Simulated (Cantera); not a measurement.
Input (Python, Cantera):

```python
import numpy as np
import cantera as ct

gas = ct.Solution("gri30.yaml")
gas.TPX = 1323, 49000, {'CH4': 1, 'N2': 5.6}
reactor = ct.IdealGasConstPressureReactor(gas, energy="off", clone=False)
net = ct.ReactorNet([reactor])
net.rtol, net.atol = 1e-08, 1e-18
show = ['CH4', 'C2H2', 'CH3', 'C2H', 'CH2']
times = np.geomspace(3e-05, 80, 15)

steps = ct.SolutionArray(gas, extra=["t"])
rows = []
print(f"{'t/s':>10s}{'T/K':>9s}{'P/Pa':>11s}" + "".join(f"{s:>11s}" for s in show))
for t in times:
    while net.time < t:
        t_next = net.step()
        steps.append(gas.state, t=t_next)
    rows.append([np.interp(t, steps.t, y) for y in (steps.T, steps.P, *steps(*show).X.T)])
    print(f"{t:10.3e}{rows[-1][0]:9.1f}{rows[-1][1]:11.4g}" + "".join(f"{x:11.3e}" for x in rows[-1][2:]))
rate = np.gradient(steps.T, steps.t)
print("integrator steps:", len(steps.t))
if steps.T.max() > steps.T[0] + 200:
    print(f"time of steepest temperature rise: {steps.t[rate.argmax()]:.4e} s")
gas.TPX = 1323, 49000, {'CH4': 1, 'N2': 5.6}
gas.equilibrate("TP")
print(f"equilibrium (TP): T = {gas.T:.1f} K  " + "  ".join(f"{s} {gas[s].X[0]:.3e}" for s in show))
```

Output:

```
       t/s      T/K       P/Pa        CH4       C2H2        CH3        C2H        CH2
 3.000e-05   1323.0    4.9e+04  1.515e-01  5.548e-21  2.494e-08  6.228e-31  2.060e-16
 8.632e-05   1323.0    4.9e+04  1.515e-01  6.551e-19  7.272e-08  2.326e-28  1.367e-15
 2.484e-04   1323.0    4.9e+04  1.515e-01  5.600e-17  2.101e-07  5.867e-26  1.015e-14
 7.147e-04   1323.0    4.9e+04  1.515e-01  4.281e-15  6.037e-07  1.288e-23  7.978e-14
 2.056e-03   1323.0    4.9e+04  1.515e-01  3.318e-13  1.694e-06  2.815e-21  6.167e-13
 5.917e-03   1323.0    4.9e+04  1.515e-01  2.529e-11  4.072e-06  5.832e-19  3.543e-12
 1.703e-02   1323.0    4.9e+04  1.515e-01  1.094e-09  6.050e-06  3.706e-17  7.805e-12
 4.899e-02   1323.0    4.9e+04  1.515e-01  2.221e-08  7.367e-06  3.489e-16  1.156e-11
 1.410e-01   1323.0    4.9e+04  1.514e-01  4.242e-07  9.971e-06  3.145e-15  2.114e-11
 4.056e-01   1323.0    4.9e+04  1.510e-01  9.731e-06  1.382e-05  4.594e-14  4.063e-11
 1.167e+00   1323.0    4.9e+04  1.499e-01  1.739e-04  1.601e-05  6.336e-13  5.488e-11
 3.358e+00   1323.0    4.9e+04  1.465e-01  1.371e-03  1.497e-05  4.102e-12  4.914e-11
 9.663e+00   1323.0    4.9e+04  1.381e-01  5.118e-03  1.266e-05  1.312e-11  3.732e-11
 2.780e+01   1323.0    4.9e+04  1.195e-01  1.300e-02  9.737e-06  2.922e-11  2.554e-11
 8.000e+01   1323.0    4.9e+04  8.560e-02  2.631e-02  6.780e-06  5.724e-11  1.730e-11
integrator steps: 1368
equilibrium (TP): T = 1323.0 K  CH4 3.214e-02  C2H2 2.212e-02  CH3 3.702e-06  C2H 6.982e-11  CH2 1.376e-11
```

Detailed kinetics in Cantera: GRI-Mech 3.0 (53 species, 325 reactions). GRI-Mech 3.0 stops at C3 and has no aromatics, soot or wall deposition, so with more carbon than oxygen in the feed, carbon stays in small species such as C2H2 where larger ones or solid carbon would form.
